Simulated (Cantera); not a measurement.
An adiabatic, constant-volume homogeneous reactor starts with CH4 : H2 : O2 : N2 = 1 : 0.52 : 3.75 : 14.1 (molar parts), equivalence ratio 0.60, at 1450 K and 100000 Pa.

Detailed kinetics in Cantera: GRI-Mech 3.0 (53 species, 325 reactions).

One state of this run: T (K) = 1460; P (bar) = 1.01; x CH4 = 0.0496; x H2 = 0.0263; x O2 = 0.192; x CO = 0.000183; x C2H6 = 0.000272; x C2H = <1e-12. x: mole fraction; the columns are a selection and need not sum to one.

Task: Which value of t (s) does it belong to?
(A) 0.000169
(B) 0.0181
(C) 0.300
(D) 2.60e-5

Result: A, 0.000169
